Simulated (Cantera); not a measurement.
Cantera run:

```python
import numpy as np
import cantera as ct

gas_names = """
    H H2 N NH NH2 NH3 N2 N2H2 N2H4 Si SiH SiH2 SiH3 SiH4 SiN Si2 Si2N Si3
""".split()
cond_names = """
    Si(cr) Si(L) Si3N4(a)
""".split()


# ... load() reads the species with a 1 bar reference pressure and builds the phases ...
atoms = {
    'Si3N4': {'Si': 3, 'N': 4},
    'H2': {'H': 2},
}
top_T = {'Si3N4(a)': 2400}  # K; cautious upper limits of use, not melting points


# ... equilibrate(T, P, feed) seeds the gas with the atoms and calls Mixture.equilibrate('TP', solver="vcs", rtol=1e-11, max_steps=5000) ...
results = []
feed = {'Si3N4': 1, 'H2': 1.2}  # mol
T = 1898  # K
for P in [1, 4.6, 22, 100, 460, 2200, 10000, 46000, 220000, 1000000]:
    mix = equilibrate(T, P, feed)
    results.append((T, P, feed, dict(zip(mix.species_names, mix.species_moles))))
    x = sorted(zip(gas.X, gas.species_names), reverse=True)
    print(f"T = {T:g} K  P = {P:g} Pa  gas = {mix.phase_moles(0):.4g} mol")
    print("   x: " + "  ".join(f"{s} {v:.3e}" for v, s in x if v > 0.0001))
    print("   condensed (mol): " + ("  ".join(f"{mix.phase(i).name} {mix.phase_moles(i):.4g}"
          for i in range(1, mix.n_phases) if mix.phase_moles(i) > 1e-12) or "none"))
```

Result:

```
T = 1898 K  P = 1 Pa  gas = 6.484 mol
   x: Si 4.585e-01  N2 3.082e-01  H2 1.388e-01  H 9.208e-02  Si2 1.368e-03  SiH 4.713e-04  SiN 2.709e-04  Si2N 1.466e-04  Si3 1.153e-04
   condensed (mol): none
T = 1898 K  P = 4.6 Pa  gas = 4.561 mol
   x: N2 4.380e-01  Si 2.670e-01  H2 2.348e-01  H 5.584e-02  Si2 2.134e-03  SiH 7.657e-04  Si2N 5.849e-04  Si3 4.819e-04  SiN 4.034e-04
   condensed (mol): Si(L) 1.745
T = 1898 K  P = 22 Pa  gas = 3.448 mol
   x: N2 5.797e-01  H2 3.326e-01  Si 5.584e-02  H 3.039e-02  Si2 4.463e-04  SiH 4.167e-04  Si2N 3.077e-04  SiN 2.122e-04  Si3 1.008e-04
   condensed (mol): Si(L) 2.799
T = 1898 K  P = 100 Pa  gas = 3.265 mol
   x: N2 6.123e-01  H2 3.599e-01  H 1.483e-02  Si 1.228e-02  SiH 2.033e-04  Si2N 1.483e-04  SiN 1.023e-04
   condensed (mol): Si(L) 2.957
T = 1898 K  P = 460 Pa  gas = 3.22 mol
   x: N2 6.210e-01  H2 3.691e-01  H 7.001e-03  Si 2.670e-03
   condensed (mol): Si(L) 2.99
T = 1898 K  P = 2200 Pa  gas = 3.207 mol
   x: N2 6.236e-01  H2 3.725e-01  H 3.216e-03  Si 5.584e-04
   condensed (mol): Si(L) 2.998
T = 1898 K  P = 10000 Pa  gas = 2.004 mol
   x: H2 5.977e-01  N2 4.001e-01  H 1.911e-03  Si 1.228e-04
   condensed (mol): Si(L) 1.203  Si3N4(a) 0.599
T = 1898 K  P = 46000 Pa  gas = 1.315 mol
   x: H2 9.118e-01  N2 8.699e-02  H 1.100e-03
   condensed (mol): Si(L) 0.1715  Si3N4(a) 0.9428
T = 1898 K  P = 220000 Pa  gas = 1.223 mol
   x: H2 9.812e-01  N2 1.819e-02  H 5.220e-04
   condensed (mol): Si(L) 0.03327  Si3N4(a) 0.9889
T = 1898 K  P = 1e+06 Pa  gas = 1.205 mol
   x: H2 9.957e-01  N2 4.001e-03  H 2.466e-04
   condensed (mol): Si(L) 0.007158  Si3N4(a) 0.9976
```

Cantera equilibrium calculation (NASA polynomials, part measured and part estimated; ideal gas, pure solids and liquids). Mutual solubility and eutectic melting of coexisting phases are not modelled. The tables' values for SiN are old estimates; treat these amounts as uncertain. Gases not in the tables: Si2H6 and higher silanes.
